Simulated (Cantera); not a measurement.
# Thermodynamics of iron carbonyl, mercury and lead vapours, feed PbO + H₂

Input: 1 mol PbO, 0.092 mol H₂, equilibrated at 852 °C and 10.0 mbar.

Equilibrium computed with Cantera from the NASA thermochemical tables; the gas is ideal and each condensed phase is pure. Candidate condensed phases: H₂O, Pb, PbO, PbO₂, Pb₃O₄; 12 gas species. Mutual solubility and eutectic melting of coexisting phases are not modelled. Equilibrium is a limit: real reactors are often held back by kinetics, nucleation or transport.

- x(H₂O): 0.980
- x(Pb): 0.0189
- x(PbO): 0.00121
- x(H₂): 0.000218
- n(Pb(l)): 0.0902 mol
- n(PbO(yellow)): 0.908 mol
- gas amount: 0.09389 mol
- log10 activity of PbO₂(s) (absent): -7.40
